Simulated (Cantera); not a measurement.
# Iron carbonyl, mercury and lead vapours: Fe(CO)5 + CO + H2

Charge: 1 mol Fe(CO)5, 4.8 mol CO, 0.18 mol H2, at 10000 Pa.

Cantera equilibrium calculation (NASA polynomials, part measured and part estimated; ideal gas, pure solids and liquids). Candidate condensed phases: C, C6H6, C7H8, C8H18, Fe, Fe(CO)5, FeO, Fe(OH)2, Fe(OH)3, Fe2O3, Fe3O4, H2O; 114 gas species. Iron dissolves carbon and melts from about 1420 K in contact with it, which pure phases cannot show. Condensed phases not in the tables: cementite and carbon dissolved in iron. Kinetics and transport are ignored.

```tsv
T (K)	log p CO	log p H2	log p CO2	log p H2O	log p H	log p Fe	log p C2H2 (acetylene)	log p CH4	n C(graphite)	n Fe(γ)
1248	-1.01	-2.74	-4.02	-5.57	-7.70	-9.63	-9.36	-7.44	0.00974	1.00
1298	-1.01	-2.74	-4.29	-5.78	-7.34	-8.99	-9.00	-7.59	0.00525	1.00
1348	-1.01	-2.74	-4.54	-5.99	-7.01	-8.39	-8.66	-7.72	0.00297	1.00
1398	-1.01	-2.74	-4.77	-6.17	-6.70	-7.84	-8.35	-7.85	0.00175	1.000
1448	-1.01	-2.74	-4.99	-6.35	-6.41	-7.32	-8.07	-7.96	0.00107	1.000
1498	-1.01	-2.74	-5.19	-6.51	-6.14	-6.84	-7.80	-8.07	0	1.000
1548	-1.01	-2.74	-5.37	-6.66	-5.88	-6.39	-7.55	-8.18	0	1.000
1598	-1.01	-2.74	-5.55	-6.81	-5.65	-5.98	-7.31	-8.27	0	1.000
```
log p: log10 of the partial pressure in bar; n: condensed amount in mol.

From 1248 K to 1448 K the condensed part is C(graphite) + Fe(γ). From 1498 K to 1598 K the condensed part is Fe(γ).
